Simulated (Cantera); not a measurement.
Input: 1 mol Si3N4, 0.13 mol N2, equilibrated at 1725 °C and 0.300 bar.

These are equilibrium values from Cantera (NASA tables, ideal gas, pure condensed phases), not measurements of a reactor. Candidate condensed phases: Si, Si3N4; 7 gas species. The tables' values for SiN are old estimates; treat these amounts as uncertain. Equilibrium is a limit: real reactors are often held back by kinetics, nucleation or transport.

Base state: N2 1.000, Si 9.33e-5, SiN 1.34e-5, Si2N 1.16e-5 (mole fractions); condensed: Si3N4(s).

Task: What changes in the equilibrium state with this change: temperature from 1725 °C to 2650 °C?

Result: 
```
species         before    after
-------------  -------  -------
N2               1.000    0.741
Si             9.33e-5    0.235
Si2            6.33e-7   0.0106
Si3            8.95e-8  0.00159
N              1.60e-9  1.32e-5
SiN            1.34e-5  0.00650
Si2N           1.16e-5  0.00447
Si3N4(s), mol    1.000        0
Si(l), mol           0     2.21
```

Task: What changes in the equilibrium state with this change: temperature from 1725 °C to 1852 °C?

Result: 
```json
[
 {"species": "N2", "before": "1.000", "after": "0.999"},
 {"species": "Si", "before": "9.33e-5", "after": "0.000579"},
 {"species": "Si2N", "before": "1.16e-5", "after": "7.32e-5"},
 {"species": "SiN", "before": "1.34e-5", "after": "6.23e-5"},
 {"species": "Si3N4(s), mol", "before": "1.000", "after": "0"},
 {"species": "Si(l), mol", "before": "0", "after": "3.00"}
]
```
